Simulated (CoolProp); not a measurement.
Properties of sulfur dioxide along the isotherm 251.85 °C.

Model: reference Helmholtz-energy equation of state, Gao 2016, in CoolProp.

```csv
p (kPa),phase,cp (kJ/(kg K)),speed of sound (m/s),expansivity (1/kK)
12.5,gas,0.7375,287.5,1.907
20.1,gas,0.7377,287.5,1.908
32.5,gas,0.7379,287.5,1.910
52.6,gas,0.7384,287.4,1.913
85,gas,0.7391,287.3,1.918
137,gas,0.7403,287.1,1.926
222,gas,0.7422,286.8,1.940
358,gas,0.7453,286.3,1.961
579,gas,0.7504,285.6,1.997
935,gas,0.7589,284.4,2.057
1510,gas,0.7733,282.4,2.158
2440,gas,0.7985,279.2,2.335
3940,gas,0.8449,274.3,2.659
```
